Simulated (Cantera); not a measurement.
A perfectly stirred reactor is fed with 9.28 % CH3OH, 19.0 % O2, 71.7 % N2, equivalence ratio 0.73, at 16.0 bar; it is adiabatic with a 775 K inlet, and is followed from long to short residence time, starting on the burning branch (τ in s: 0.12, 0.047, 0.019, 0.0075, 0.003, 0.0012, 0.00048, 0.00019, 7.7e-05).

Model: GRI-Mech 3.0 (53 species, 325 reactions), integrated in Cantera. GRI-Mech 3.0 was tuned for natural gas; its chemistry of methanol as a main component is partial and can be far from experiment. The pressure lies above the range GRI-Mech 3.0 was tuned for (to about 10 atm).

Problem. Predict: blow-out, bracketed by the residence times tried; x(CH3OH) at τ = 0.120 s; x(O2) at τ = 0.120 s; x(CH3OH) at τ = 3.00 ms; x(O2) at τ = 3.00 ms; x(CH2) at τ = 3.00 ms.

Solution. 
* **blow-out, bracketed by the residence times tried**: burning at 77.0 µs, the shortest tried
* **x(CH3OH) at τ = 0.120 s**: 7.11e-8
* **x(O2) at τ = 0.120 s**: 0.0459
* **x(CH3OH) at τ = 3.00 ms**: 2.56e-6
* **x(O2) at τ = 3.00 ms**: 0.0483
* **x(CH2) at τ = 3.00 ms**: 2.54e-8
